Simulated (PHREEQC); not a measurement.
**Leach liquor: an equilibrium model**

Dissolve 0.012 mol/kgw HCl, 0.00011 mol/kgw Al2(SO4)3 and 0.00057 mol/kgw Na2SO4 at 82 °C. It is in equilibrium with CO2 at log p = -2 (atm). Otherwise closed; pH follows from the charge balance.

The numbers come from PHREEQC with the ion-association model, phreeqc.dat.

The pH is 1.99 and the ionic strength is 0.0138 mol/kgw. The specific conductance is 11800 µS/cm. The total alkalinity comes out as -12.0 meq/kg.

```
species  molality  activity   log γ
-------  --------  --------  ------
Cl-        0.0120    0.0105  -0.059
H+         0.0114    0.0101  -0.050
Na+       0.00114  0.000999  -0.057
HSO4-    0.000630  0.000552  -0.058
SO4-2    0.000217  0.000129  -0.225
Al+3     0.000166   5.92e-5  -0.447
CO2      0.000123  0.000124   0.001
```

Precipitation was switched off in this run. At this temperature some constants are extrapolated from 25 °C, and those without enthalpy data are left unchanged.
